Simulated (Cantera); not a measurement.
Feed: 1 mol B2O3, 5.6 mol N2, at 13300 Pa.

Method: chemical equilibrium by Gibbs-energy minimisation in Cantera with the NASA 1993 tables (ideal gas, pure condensed phases). Candidate condensed phases: B, BN, B2O3; 17 gas species. The numbers say what is thermodynamically allowed, not how fast it happens.

x: gas mole fraction; n: condensed amount in mol.

```tsv
T (°C)	x N2	x B2O3	x BO	x BO2	x B2O2	x NO	n B2O3(l)
477	1.00	<1e-12	<1e-12	<1e-12	<1e-12	[?]	1.00
627	1.00	<1e-12	<1e-12	<1e-12	<1e-12	<1e-12	1.00
777	1.00	2.45e-10	<1e-12	<1e-12	<1e-12	<1e-12	1.00
927	1.00	6.90e-8	7.00e-12	5.11e-12	1.82e-12	[?]	1.00
1077	1.000	5.27e-6	1.08e-9	1.16e-9	2.95e-10	[?]	1.000
1227	1.000	0.000163	6.24e-8	8.24e-8	1.84e-8	[?]	0.999
1377	0.997	0.00261	1.74e-6	2.58e-6	5.58e-7	[?]	0.985
1527	0.974	0.0257	2.78e-5	4.43e-5	9.65e-6	[?]	0.852
1677	0.848	0.151	0.000272	0.000442	9.50e-5	[?]	0
1827	0.847	0.150	0.00101	0.00130	0.000190	[?]	0
1977	0.846	0.147	0.00308	0.00338	0.000328	[?]	0
2127	0.841	0.142	0.00798	0.00770	0.000514	[?]	0
```

Problem. Fill in the missing entries.

Solution. 
- 477, x NO: 9.38e-12
- 927, x NO: 2.77e-12
- 1077, x NO: 2.50e-10
- 1227, x NO: 8.31e-9
- 1377, x NO: 1.36e-7
- 1527, x NO: 1.35e-6
- 1677, x NO: 8.47e-6
- 1827, x NO: 3.36e-5
- 1977, x NO: 0.000115
- 2127, x NO: 0.000340
